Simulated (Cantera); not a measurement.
# Equilibrium for calcination and drying: Mg(OH)₂ + C + O₂

Feed: 1 mol Mg(OH)₂, 0.37 mol C, 6.5 mol O₂, equilibrated at 0.590 bar.

These are equilibrium values from Cantera (NASA tables, ideal gas, pure condensed phases), not measurements of a reactor. Candidate condensed phases: C, C₆H₆, C₇H₈, C₈H₁₈, H₂O, Mg, MgCO₃, MgO, Mg(OH)₂; 116 gas species. Rates play no part.

```json
[
 {"T (K)": "598", "x O₂": "0.817", "x H₂O": "0.133", "x CO₂": "0.0493", "x OH": "<1e-12", "x O": "<1e-12", "n MgO(s)": "1.00"},
 {"T (K)": "748", "x O₂": "0.817", "x H₂O": "0.133", "x CO₂": "0.0493", "x OH": "2.97e-10", "x O": "<1e-12", "n MgO(s)": "1.00"},
 {"T (K)": "898", "x O₂": "0.817", "x H₂O": "0.133", "x CO₂": "0.0493", "x OH": "2.31e-8", "x O": "5.88e-12", "n MgO(s)": "1.00"},
 {"T (K)": "1048", "x O₂": "0.817", "x H₂O": "0.133", "x CO₂": "0.0493", "x OH": "5.21e-7", "x O": "7.45e-10", "n MgO(s)": "1.00"},
 {"T (K)": "1198", "x O₂": "0.817", "x H₂O": "0.133", "x CO₂": "0.0493", "x OH": "5.39e-6", "x O": "2.83e-8", "n MgO(s)": "1.00"},
 {"T (K)": "1348", "x O₂": "0.817", "x H₂O": "0.133", "x CO₂": "0.0493", "x OH": "3.32e-5", "x O": "4.80e-7", "n MgO(s)": "1.00"},
 {"T (K)": "1498", "x O₂": "0.817", "x H₂O": "0.133", "x CO₂": "0.0493", "x OH": "0.000142", "x O": "4.64e-6", "n MgO(s)": "1.00"},
 {"T (K)": "1648", "x O₂": "0.817", "x H₂O": "0.133", "x CO₂": "0.0493", "x OH": "0.000467", "x O": "2.98e-5", "n MgO(s)": "1.000"},
 {"T (K)": "1798", "x O₂": "0.817", "x H₂O": "0.133", "x CO₂": "0.0493", "x OH": "0.00126", "x O": "0.000140", "n MgO(s)": "1.000"},
 {"T (K)": "1948", "x O₂": "0.816", "x H₂O": "0.132", "x CO₂": "0.0492", "x OH": "0.00290", "x O": "0.000522", "n MgO(s)": "1.000"},
 {"T (K)": "2098", "x O₂": "0.813", "x H₂O": "0.130", "x CO₂": "0.0490", "x OH": "0.00590", "x O": "0.00161", "n MgO(s)": "1.000"},
 {"T (K)": "2248", "x O₂": "0.809", "x H₂O": "0.127", "x CO₂": "0.0485", "x OH": "0.0108", "x O": "0.00427", "n MgO(s)": "1.000"}
]
```
x: gas mole fraction; n: condensed amount in mol.

From 598 K to 2248 K the condensed part is MgO(s).
